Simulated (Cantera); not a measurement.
Charge: 1 mol toluene, 2.4 mol NH3, equilibrated at 2100 °C and 101000 Pa.

These are equilibrium values from Cantera (NASA tables, ideal gas, pure condensed phases), not measurements of a reactor. Candidate condensed phases: C, C6H6, C7H8, C8H18; 92 gas species. Equilibrium is a limit: real reactors are often held back by kinetics, nucleation or transport.

Base state: H2 0.837, N2 0.126, HCN 0.0165, H 0.0127, C2H2 (acetylene) 0.00515, HNC 0.00166, CH4 0.000132, CH3 3.72e-5 (mole fractions); condensed: C(graphite).

Problem. What changes in the equilibrium state with this change: temperature from 2100 °C to 277 °C?

Solution. 
| species | before | after |
|---|---|---|
| CH4 | 0.000132 | 0.724 |
| N2 | 0.126 | 0.235 |
| H2 | 0.837 | 0.0411 |
| HCN | 0.0165 | <1e-9 |
| H | 0.0127 | <1e-9 |
| C2H2 (acetylene) | 0.00515 | <1e-9 |
| HNC | 0.00166 | <1e-9 |
| C(graphite), mol | 6.75 | 3.31 |

Problem. What changes in the equilibrium state with this change: temperature from 2100 °C to 2425 °C?

Solution. 
```
species            before     after
----------------  -------  --------
H2                  0.837     0.780
N2                  0.126     0.114
H                  0.0127    0.0495
HCN                0.0165    0.0333
C2H2 (acetylene)  0.00515    0.0183
C2H               4.23e-6  0.000122
C4H2              1.30e-5  0.000177
CN                1.20e-5  0.000158
C(graphite), mol     6.75      6.31
```
